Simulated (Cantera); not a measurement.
CH₃F + CH₄ (fluorocarbon and chlorocarbon gases)

Input: 1 mol CH₃F, 0.043 mol CH₄, equilibrated at 7.50 Torr.

These are equilibrium values from Cantera (NASA tables, ideal gas, pure condensed phases), not measurements of a reactor. Candidate condensed phases: C, C₆H₆, C₇H₈, C₈H₁₈; 95 gas species. The numbers say what is thermodynamically allowed, not how fast it happens.

From 1773 K to 2973 K the condensed part is C(graphite). At 3123 K nothing is condensed. The main C-bearing gas is C₂H₂ (acetylene) at 1773 K and C₃ at 3123 K. The share of C in condensed phases is highest at 1773 K (100.0 %) and lowest at 3123 K (0.0 %).

| T (K) | x H | x H₂ | x HF | x C₃ | x F | x C | n C(graphite) |
|---|---|---|---|---|---|---|---|
| 1773 | 0.00205 | 0.519 | 0.479 | 4.95e-12 | 2.75e-7 | 1.22e-11 | 1.04 |
| 1923 | 0.00676 | 0.515 | 0.478 | 3.85e-10 | 1.86e-6 | 5.42e-10 | 1.04 |
| 2073 | 0.0187 | 0.506 | 0.475 | 1.57e-8 | 9.61e-6 | 1.39e-8 | 1.04 |
| 2223 | 0.0446 | 0.485 | 0.469 | 3.83e-7 | 4.00e-5 | 2.29e-7 | 1.04 |
| 2373 | 0.0934 | 0.447 | 0.457 | 6.18e-6 | 0.000141 | 2.64e-6 | 1.03 |
| 2523 | 0.172 | 0.385 | 0.437 | 7.09e-5 | 0.000435 | 2.28e-5 | 1.02 |
| 2673 | 0.281 | 0.300 | 0.410 | 0.000613 | 0.00122 | 0.000154 | 1.00 |
| 2823 | 0.401 | 0.205 | 0.376 | 0.00418 | 0.00324 | 0.000846 | 0.954 |
| 2973 | 0.498 | 0.118 | 0.333 | 0.0233 | 0.00830 | 0.00391 | 0.734 |
| 3123 | 0.534 | 0.0554 | 0.271 | 0.0793 | 0.0201 | 0.0140 | 0 |
x: gas mole fraction; n: condensed amount in mol.
